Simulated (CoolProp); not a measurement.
Vapour-liquid equilibrium of o-xylene (1) + n-nonane (2) at 571 kPa; x and y are mole fractions of (1).

Model: multi-fluid Helmholtz-energy mixture model, Zhou 2012 and Lemmon 2006; pair parameters Bell 2016, in CoolProp.

| x | bubble temperature (K) | y at the bubble point | dew temperature at overall composition x (K) | liquid density (mol/L) |
|---|---|---|---|---|
| 0.05 | 503.1 | 0.059 | 503.2 | 4.177 |
| 0.15 | 501.9 | 0.172 | 502.1 | 4.354 |
| 0.25 | 500.7 | 0.279 | 501.0 | 4.542 |
| 0.35 | 499.7 | 0.381 | 500.0 | 4.742 |
| 0.45 | 498.8 | 0.479 | 499.1 | 4.955 |
| 0.55 | 498.1 | 0.573 | 498.3 | 5.183 |
| 0.65 | 497.6 | 0.665 | 497.7 | 5.428 |
| 0.75 | 497.3 | 0.757 | 497.3 | 5.690 |
| 0.85 | 497.1 | 0.851 | 497.1 | 5.972 |
| 0.95 | 497.2 | 0.949 | 497.2 | 6.277 |

y crosses x between x = 0.85 and 0.95: the model has an azeotrope there.

Pair parameters are fitted to limited data, so mixtures are less certain than the pure fluids.
